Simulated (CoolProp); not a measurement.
The numbers come from the reference Helmholtz-energy equation of state, Akasaka 2019 in CoolProp.

### Question
Give the vapour pressure (MPa), liquid density (kg/m³), vapour Z, surface tension (mN/m) of saturated R1234ze(Z) at 78.15, 88.45, 140.25 °C.

### Answer
| T (°C) | p (MPa) | liquid density (kg/m³) | vapour Z | surface tension (mN/m) |
|---|---|---|---|---|
| 78.15 | 0.822 | 1060 | 0.798 | 6.51 |
| 88.45 | 1.05 | 1030 | 0.762 | 5.40 |
| 140.25 | 2.96 | 738 | 0.475 | 0.577 |

Surface tension comes from a separate correlation (Kondou 2015).
